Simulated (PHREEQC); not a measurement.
A solution holds 0.12 mol Pb(NO3)2, 0.28 mol HNO3 and 0.00073 mol Na2SO4 per kg of water, at 35 °C. Closed to the air; pH follows from the charge balance.

Model: ion-association model, phreeqc.dat, run in PHREEQC.

Precipitation was switched off in this run.

Question: Estimate the pH.

Answer: pH 0.67.

Question: In which forms is N present?

Answer: NO3- 86 %, PbNO3+ 14 % of the N.

Saturation is exceeded, for instance for Anglesite; the values hold only as long as no solid forms. Species that the database lacks are ignored.
